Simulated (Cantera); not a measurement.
**Thermodynamics of tantalum, niobium, vanadium and zirconium in process gases, feed Ta + O2 + H2**

A closed system holds: 1 mol Ta, 1.7 mol O2, 230 mol H2, equilibrated at 7.80 bar.

Cantera equilibrium calculation (NASA polynomials, part measured and part estimated; ideal gas, pure solids and liquids). Candidate condensed phases: H2O, Ta, Ta2O5; 12 gas species. Rates play no part.

```tsv
T (K)	x H2	x H2O	x H	x TaO2	n Ta2O5(s)	n Ta2O5(l)
1723	0.996	0.00391	6.52e-5	1.62e-10	0.500	0
1773	0.996	0.00391	0.000102	5.94e-10	0.500	0
1823	0.996	0.00391	0.000155	2.02e-9	0.500	0
1873	0.996	0.00391	0.000231	6.42e-9	0.500	0
1923	0.996	0.00391	0.000337	1.91e-8	0.500	0
1973	0.996	0.00391	0.000482	5.38e-8	0.500	0
2023	0.995	0.00391	0.000678	1.44e-7	0.500	0
2073	0.995	0.00391	0.000939	3.55e-7	0	0.500
2123	0.995	0.00391	0.00128	7.92e-7	0	0.500
2173	0.994	0.00391	0.00172	1.70e-6	0	0.500
2223	0.994	0.00391	0.00229	3.50e-6	0	0.500
```
x: gas mole fraction; n: condensed amount in mol.

From 1723 K to 2023 K the condensed part is Ta2O5(s). From 2073 K to 2223 K the condensed part is Ta2O5(l).
